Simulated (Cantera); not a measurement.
Feed: 1 mol C3H8, 0.77 mol O2, 0.18 mol N2, 3.2 mol H2O, at 100 Torr.

Method: chemical equilibrium by Gibbs-energy minimisation in Cantera with the NASA 1993 tables (ideal gas, pure condensed phases). Candidate condensed phases: C, C6H6, C7H8, C8H18, H2O; 136 gas species. The numbers say what is thermodynamically allowed, not how fast it happens.

At 1175 K, list the 5 most abundant gas species with their mole fractions, and the condensed phases.

H2 0.568, CO 0.247, H2O 0.125, CO2 0.0424, N2 0.0173. Condensed: gas only.
